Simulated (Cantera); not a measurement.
Feed: 1 mol S, 0.045 mol H2O, a varied amount of H2, 0.049 mol SO2, equilibrated at 1952 °C and 72.0 Torr.

Cantera equilibrium calculation (NASA polynomials, part measured and part estimated; ideal gas, pure solids and liquids). Candidate condensed phases: H2O, H2SO4, S; 19 gas species. Equilibrium is a limit: real reactors are often held back by kinetics, nucleation or transport.

Problem. At 3.2 mol H2, list the 4 most abundant gas species with their mole fractions, and the condensed phases.

Solution. H2 0.772, S2 0.102, H2O 0.0345, SH 0.0314. Condensed: gas only.
